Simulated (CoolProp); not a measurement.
Vapour-liquid equilibrium of R113 (1) + ethanol (2) at 155.35 °C; x and y are mole fractions of (1).

Model: multi-fluid Helmholtz-energy mixture model, Marx 1992 and Schroeder 2014; pair parameters Bell 2016, in CoolProp.

Problem. Give the bubble pressure and the first vapour's composition at x = 0.05, 0.25, 0.95. Is there an azeotrope?

Solution. x = 0.05: 13.13 bar, y = 0.161; x = 0.25: 16.86 bar, y = 0.410; x = 0.95: 14.65 bar, y = 0.898. y crosses x between x = 0.55 and 0.65: the model has an azeotrope there.

The pair parameters rest on a limited set of measurements; away from them the model extrapolates.
